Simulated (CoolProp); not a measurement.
Values from CoolProp's reference Helmholtz-energy equation of state, Lemmon 2013.

**Question.** For propylene, give the phase and the cp (kJ/(kg K)), cv (kJ/(kg K)) at 575 K and 759 kPa; 575 K and 1330 kPa; 575 K and 1710 kPa.

**Answer.** 
- 575 K and 759 kPa: gas; cp 2.51, cv 2.30
- 575 K and 1330 kPa: gas; cp 2.53, cv 2.30
- 575 K and 1710 kPa: gas; cp 2.54, cv 2.30
